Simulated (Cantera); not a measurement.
**Ignition delay**

Mixture: H₂ : O₂ : N₂ = 1 : 0.685 : 2.58 (molar parts), equivalence ratio 0.73, at 19.0 bar, adiabatic and at constant volume. Ignition delay is the time to a rise of 400 K.

Cantera simulation using the H2/O2 subset of GRI-Mech 3.0, which has no nitrogen chemistry; the numbers are that mechanism's predictions, not measurements. The hydrogen kinetics of GRI-Mech 3.0 are dated; newer H2 mechanisms differ, most at raised pressure. The pressure lies above the range GRI-Mech 3.0 was tuned for (to about 10 atm).

| T0 (K) | delay (ms) |
|---|---|
| 975 | 12.1 |
| 1025 | 3.97 |
| 1075 | 1.40 |
| 1125 | 0.524 |
| 1175 | 0.200 |
| 1225 | 0.0741 |
| 1275 | 0.0245 |
| 1325 | 0.00650 |

```json
{
 "apparent activation energy between 1225 and 1325 K": "330 kJ/mol"
}
```
